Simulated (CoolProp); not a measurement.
Vapour-liquid equilibrium of R22 (1) + n-pentane (2) at 1.74 bar; x and y are mole fractions of (1).

Model: multi-fluid Helmholtz-energy mixture model, Kamei 1995 and Thol 2019; pair parameters Bell 2016, in CoolProp.

```json
[
 {"x": "0.05", "bubble temperature (K)": "302.7", "y at the bubble point": "0.542", "dew temperature at overall composition x (K)": "324.3", "liquid density (mol/L)": "8.714"},
 {"x": "0.15", "bubble temperature (K)": "276.7", "y at the bubble point": "0.848", "dew temperature at overall composition x (K)": "320.7", "liquid density (mol/L)": "9.471"},
 {"x": "0.25", "bubble temperature (K)": "264.8", "y at the bubble point": "0.920", "dew temperature at overall composition x (K)": "316.8", "liquid density (mol/L)": "10.09"},
 {"x": "0.35", "bubble temperature (K)": "258.5", "y at the bubble point": "0.946", "dew temperature at overall composition x (K)": "312.6", "liquid density (mol/L)": "10.67"},
 {"x": "0.45", "bubble temperature (K)": "254.8", "y at the bubble point": "0.959", "dew temperature at overall composition x (K)": "307.8", "liquid density (mol/L)": "11.26"},
 {"x": "0.55", "bubble temperature (K)": "252.5", "y at the bubble point": "0.967", "dew temperature at overall composition x (K)": "302.2", "liquid density (mol/L)": "11.90"},
 {"x": "0.65", "bubble temperature (K)": "250.7", "y at the bubble point": "0.972", "dew temperature at overall composition x (K)": "295.7", "liquid density (mol/L)": "12.59"},
 {"x": "0.75", "bubble temperature (K)": "249.2", "y at the bubble point": "0.978", "dew temperature at overall composition x (K)": "287.6", "liquid density (mol/L)": "13.37"},
 {"x": "0.85", "bubble temperature (K)": "247.5", "y at the bubble point": "0.985", "dew temperature at overall composition x (K)": "276.5", "liquid density (mol/L)": "14.26"},
 {"x": "0.95", "bubble temperature (K)": "245.6", "y at the bubble point": "0.994", "dew temperature at overall composition x (K)": "257.4", "liquid density (mol/L)": "15.29"}
]
```

No azeotrope shows between x = 0.05 and 0.95.

Pair parameters are fitted to limited data, so mixtures are less certain than the pure fluids. With so large a gap from Raoult's law the liquid may split in two, which this calculation doesn't test in full.
